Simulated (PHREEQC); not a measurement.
Model water analysis in mmol/kgw, 25 °C, pH 5.5, pe 10.9: Na 0.301; K 0.000298; Ca 0.162; Mg 0.141; Cl 0.333; S(6) 0.0473; Alkalinity (meq/kgw) 0.495; Li 0.00584; O(0) (counted as O atoms) 0.0214; Cu(2) 0.000418; Pb 0.0102.

Na is adjusted to close the charge balance.
Valence states are taken as typed.

The numbers come from PHREEQC with the ion-association model, phreeqc.dat.

Precipitation was switched off in this run.

Question: Order these Pb species by the share of Pb that they hold, largest first: Pb+2, PbHCO3+, PbCO3, PbCl+, PbSO4.

Answer: Pb+2 (68 %), PbHCO3+ (23 %), PbCO3 (7.1 %), PbSO4 (1.3 %), PbCl+ (0.77 %)

The pH is 5.50 and the ionic strength 0.00127 mol/kgw. Species that the database lacks are ignored.
